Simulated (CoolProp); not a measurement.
Saturated liquid density (kg/m³) of acetone: the reference equation beside estimates from Tc = 508.1 K, pc = 46.92 bar, ω = 0.307. Rackett uses Z = 0.29056 − 0.08775 ω.

Model: reference Helmholtz-energy equation of state, Lemmon 2006, in CoolProp. It is a short technical equation, of lower accuracy than the large ones.

```tsv
T (K)	reference	Rackett	van der Waals	Redlich-Kwong	Peng-Robinson
402.2	652.6	573.6	335.8	475.8	571.9
406.6	645.9	567.7	332.4	469.6	564.9
411	639.0	561.7	328.9	463.3	557.7
415.4	632.0	555.6	325.3	456.8	550.3
419.8	624.8	549.4	321.6	450.1	542.5
424.3	617.3	542.8	317.7	443.1	534.4
428.7	609.7	536.3	313.8	436.1	526.1
433.1	601.9	529.5	309.8	428.9	517.5
437.5	593.8	522.6	305.6	421.4	508.5
441.9	585.5	515.4	301.3	413.7	499.2
446.3	576.9	508.0	296.9	405.8	489.5
450.7	568.0	500.3	292.3	397.6	479.4
455.1	558.7	492.3	287.5	389.0	468.8
459.5	549.0	483.9	282.6	380.1	457.6
464	538.6	475.0	277.2	370.7	445.6
```

Absolute difference from the reference over all 15 rows, mean and median: Rackett 12.0 and 12.0 %, van der Waals 48.5 and 48.5 %, Redlich-Kwong 28.9 and 28.7 %, Peng-Robinson 14.3 and 14.0 %.
